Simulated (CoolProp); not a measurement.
Vapour-liquid equilibrium of hydrogen chloride (1) + ethane (2) at 13.3 bar; x and y are mole fractions of (1).

Computed with CoolProp (multi-fluid Helmholtz-energy mixture model, Thol 2018 and Bücker 2006; pair parameters Bell 2016).

```
x     bubble temperature, mixture model (K)  bubble temperature, Raoult's law (K)  y, mixture model  y, Raoult's law
----  -------------------------------------  ------------------------------------  ----------------  ---------------
0.05                             (withheld)                                 250.7        (withheld)            0.052
0.15                                  244.6                                 250.6             0.248            0.154
0.25                                  242.5                                 250.5             0.350            0.256
0.35                             (withheld)                                 250.4             0.425            0.357
0.45                             (withheld)                                 250.3             0.485            0.458
0.55                             (withheld)                                 250.2        (withheld)            0.558
0.65                                  240.9                                 250.1             0.591            0.657
0.75                                  241.8                                 250.0             0.653            0.756
0.85                                  243.5                                 249.9             0.741            0.854
0.95                             (withheld)                                 249.8             0.886            0.951
```

Problem. Complete the blanks.

Solution. 
- 0.05, bubble temperature, mixture model (K): 248.2
- 0.05, y, mixture model: 0.100
- 0.35, bubble temperature, mixture model (K): 241.3
- 0.45, bubble temperature, mixture model (K): 240.7
- 0.55, bubble temperature, mixture model (K): 240.6
- 0.55, y, mixture model: 0.538
- 0.95, bubble temperature, mixture model (K): 246.9

The largest gap from Raoult's law is -9.6 K in bubble temperature, at x = 0.55. y crosses x between x = 0.45 and 0.55: the model has an azeotrope there.

The pair parameters rest on a limited set of measurements; away from them the model extrapolates.
